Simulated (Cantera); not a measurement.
An isothermal plug-flow reactor at 773 K and 1.97 atm (inlet), inlet velocity 0.096 m/s, active area per volume 270 1/m; feed CO : O₂ : N₂ : H₂O = 0.0068 : 0.19 : 0.79 : 0.023 (molar parts).

Cantera simulation using Deutschmann's 1995 Pt surface mechanism with GRI-Mech 3.0 gas chemistry; the numbers are that mechanism's predictions, not measurements. Catalytic surfaces can have several steady states; this one follows from the mechanism file's or the stated starting coverage. Mass transfer to the wall is taken as infinitely fast.

**Question.** What does this change do: pressure from 1.97 atm to 0.957 atm?

**Answer.** 
```json
[
 {"quantity": "x(CO) at z = 0.033 m", "before": "1.24e-5", "after": "5.51e-8"},
 {"quantity": "x(O₂) at z = 0.033 m", "before": "0.185", "after": "0.185"},
 {"quantity": "x(H₂O) at z = 0.033 m", "before": "0.0229", "after": "0.0229"},
 {"quantity": "x(CO₂) at z = 0.033 m", "before": "0.00674", "after": "0.00676"},
 {"quantity": "θ(free Pt) at the exit", "before": "0.0139", "after": "0.0195"},
 {"quantity": "θ(O*) at the exit", "before": "0.983", "after": "0.978"},
 {"quantity": "θ(OH*) at the exit", "before": "0.00310", "after": "0.00254"}
]
```

**Question.** What does this change do: CO 0.0068 to 0.0094 parts?

**Answer.** 
```tsv
quantity	before	after
x(CO) at z = 0.033 m	1.24e-5	1.29e-5
x(O₂) at z = 0.033 m	0.185	0.184
x(H₂O) at z = 0.033 m	0.0229	0.0228
x(CO₂) at z = 0.033 m	0.00674	0.00932
θ(free Pt) at the exit	0.0139	0.0140
θ(O*) at the exit	0.983	0.983
θ(OH*) at the exit	0.00310	0.00310
```
